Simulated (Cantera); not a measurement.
Input: 1 mol Si3H8, 0.046 mol HCl, 450 mol H2, at 1748 K and 2.50 mbar.

These are equilibrium values from Cantera (NASA tables, ideal gas, pure condensed phases), not measurements of a reactor. Candidate condensed phases: Si; 19 gas species. The feed counts by its element totals alone. Gases not in the tables: Si2H6 and higher silanes. Kinetics and transport are ignored.

Base state: H2 0.995, H 0.00456, Si 0.000582, HCl 0.000100, SiH 3.86e-5, SiH2 2.04e-5 (mole fractions); condensed: Si(l).

Q: What changes in the equilibrium state with this change: temperature from 1748 K to 950 K?

A: 
```tsv
species	before	after
H2	0.995	1.000
HCl	0.000100	0.000101
H	0.00456	1.11e-8
Si	0.000582	<1e-9
SiH	3.86e-5	<1e-9
SiH2	2.04e-5	<1e-9
Si(l), mol	2.70	0
Si(s), mol	0	3.00
```

Q: What changes in the equilibrium state with this change: Si3H8 replaced by SiHCl3?

A: 
```tsv
species	before	after
H2	0.995	0.988
HCl	0.000100	0.00640
H	0.00456	0.00454
SiCl2	3.37e-8	0.000138
Si	0.000582	0.000582
SiCl	3.48e-7	2.23e-5
Cl	3.54e-7	2.27e-5
SiH2	2.04e-5	2.03e-5
SiH	3.86e-5	3.85e-5
Si(l), mol	2.70	0.633
```
The tables' values for SiCl are old estimates; treat these amounts as uncertain.
